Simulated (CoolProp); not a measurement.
Vapour-liquid equilibrium of fluoroethane (R161) (1) + R134a (2) at 27.15 °C; x and y are mole fractions of (1).

The numbers come from the multi-fluid Helmholtz-energy mixture model, Wu 2012 and Tillner-Roth 1994; pair parameters Bell 2016 in CoolProp.

```csv
x,bubble pressure (bar),y at the bubble point,dew pressure at overall composition x (bar),liquid density (mol/L)
0.05,7.179,0.060,7.164,11.88
0.2,7.471,0.235,7.408,12.28
0.35,7.806,0.404,7.691,12.69
0.5,8.187,0.564,8.025,13.13
0.65,8.618,0.712,8.427,13.58
0.8,9.096,0.846,8.921,14.05
0.95,9.617,0.964,9.549,14.53
```

No azeotrope shows between x = 0.05 and 0.95.

Pair parameters are fitted to limited data, so mixtures are less certain than the pure fluids.
